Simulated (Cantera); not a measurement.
Premixed flame

A freely propagating, adiabatic, planar premixed flame of CH4 : O2 : N2 : CO2 = 1.3 : 1.33 : 5.01 : 0.19 (molar parts), equivalence ratio 2.0, unburnt at 625 K and 500000 Pa; mixture-averaged transport, grid criteria slope 0.08 and curve 0.16, no radiation.

Model: GRI-Mech 3.0 (53 species, 325 reactions), integrated in Cantera. Burning velocities carry a grid error of a few per cent, more on coarse grids.

```
z (mm)  T (K)  u (m/s)    x CH4      x O2   x CO2     x H2O    x HCO    x NO2
------  -----  -------  -------  --------  ------  --------  -------  -------
-1.28     627    0.144    0.165     0.169  0.0241  0.000404    <1e-8    <1e-8
-0.853    639    0.148    0.162     0.166  0.0239   0.00276    <1e-8    <1e-8
-0.640    671    0.157    0.157     0.163  0.0238   0.00799    <1e-8    <1e-8
-0.426    791    0.188    0.143     0.150  0.0240    0.0263    <1e-8    <1e-8
-0.213   1153    0.280    0.105     0.108  0.0269    0.0776  4.32e-8  1.10e-8
-0.107   1441    0.355   0.0736    0.0698  0.0307     0.118  6.52e-7    <1e-8
0        1698    0.424   0.0436    0.0322  0.0353     0.154  1.28e-6    <1e-8
0.107    1824    0.459   0.0278    0.0122  0.0382     0.172  5.57e-7    <1e-8
0.213    1866    0.471   0.0214   0.00494  0.0395     0.177  2.05e-7    <1e-8
0.426    1881    0.476   0.0163   0.00112  0.0405     0.179  6.22e-8    <1e-8
0.853    1872    0.476   0.0123  0.000110  0.0409     0.178  3.15e-8    <1e-8
1.71     1857    0.474  0.00924   3.92e-6  0.0406     0.174  2.53e-8    <1e-8
3.41     1844    0.473  0.00704   4.06e-8  0.0396     0.170  2.33e-8    <1e-8
```
x: mole fraction of selected species; z is measured from the peak of heat release.

The laminar burning velocity is 14.3 cm/s and the thermal thickness is 0.426 mm. The peak x(HCO) is 1.32e-6 and the grid points is 117.
